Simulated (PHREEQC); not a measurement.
Solution (72 °C): 0.04 mol/kgw Ni(NO3)2, 0.15 mol/kgw NaOH and 0.001 mol/kgw HCl. Closed to the air; pH follows from the charge balance.

Computed with PHREEQC (ion-association model, wateq4f.dat).

No solid was allowed to form.

### Question
Order these Ni species by the share of Ni that they hold, largest first: Ni(OH)3-, Ni(OH)2, NiOH+.

### Answer
Ni(OH)3- (68 %), Ni(OH)2 (27 %), NiOH+ (4.9 %)

The pH is 11.26 and the ionic strength 0.152 mol/kgw. In wateq4f.dat the enthalpy of Ni(OH)2 has the wrong sign, so its saturation index can't be trusted away from 25 °C. Constants without temperature data keep their 25 °C values here.
